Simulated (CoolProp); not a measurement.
Vapour pressure (MPa) of carbon monoxide: the reference equation beside estimates from Tc = -140.3 °C, pc = 3.498 MPa, ω = 0.050.

Values from CoolProp's reference Helmholtz-energy equation of state, Lemmon 2006. It is a short technical equation, of lower accuracy than the large ones.

```tsv
T (°C)	reference	van der Waals	Redlich-Kwong	Soave-Redlich-Kwong	Peng-Robinson
-181.25	0.2831	0.6597	0.2764	0.2832	0.2845
-178.35	0.3626	0.7726	0.3588	0.3633	0.3638
-175.55	0.4538	0.8930	0.4538	0.4555	0.4548
-172.75	0.5607	1.025	0.5654	0.5637	0.5616
-169.85	0.6895	1.174	0.6999	0.6943	0.6905
-167.05	0.8328	1.330	0.8496	0.8398	0.8343
-164.15	1.003	1.505	1.026	1.012	1.005
-161.35	1.189	1.687	1.220	1.202	1.192
-158.55	1.399	1.883	1.436	1.415	1.404
-155.65	1.643	2.099	1.686	1.662	1.650
-152.85	1.906	2.323	1.954	1.929	1.916
```

Absolute difference from the reference over all 11 rows, mean and median: van der Waals 66.5 and 59.7 %, Redlich-Kwong 1.9 and 2.3 %, Soave-Redlich-Kwong 0.7 and 0.8 %, Peng-Robinson 0.3 and 0.3 %.
